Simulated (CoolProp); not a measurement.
A simple Rankine cycle with dimethyl carbonate: condensing at 294.15 K, boiler at 0.0818 MPa, turbine inlet 358.7 K, turbine efficiency 0.85, pump efficiency 0.8, no recuperator. Each further row changes one setting.

The numbers come from the reference Helmholtz-energy equation of state, Zhou 2011 in CoolProp.

```json
[
 {"case": "as stated", "thermal efficiency (%)": "13.3", "net work (kJ/kg)": "66.4", "heat in (kJ/kg)": "500", "turbine exit temperature (K)": "304.3", "volume ratio over the turbine": "12.0"},
 {"case": "turbine inlet 378.7 K", "thermal efficiency (%)": "13.4", "net work (kJ/kg)": "70.6", "heat in (kJ/kg)": "528", "turbine exit temperature (K)": "323.4", "volume ratio over the turbine": "12.1"},
 {"case": "condensing temperature 286.15 K", "thermal efficiency (%)": "14.8", "net work (kJ/kg)": "76.4", "heat in (kJ/kg)": "515", "turbine exit temperature (K)": "295.8", "volume ratio over the turbine": "18.1"},
 {"case": "boiler pressure 0.0573 MPa", "thermal efficiency (%)": "11.7", "net work (kJ/kg)": "58.4", "heat in (kJ/kg)": "501", "turbine exit temperature (K)": "311.6", "volume ratio over the turbine": "8.56"},
 {"case": "turbine efficiency 0.75", "thermal efficiency (%)": "11.7", "net work (kJ/kg)": "58.6", "heat in (kJ/kg)": "500", "turbine exit temperature (K)": "310.7", "volume ratio over the turbine": "12.3"}
]
```
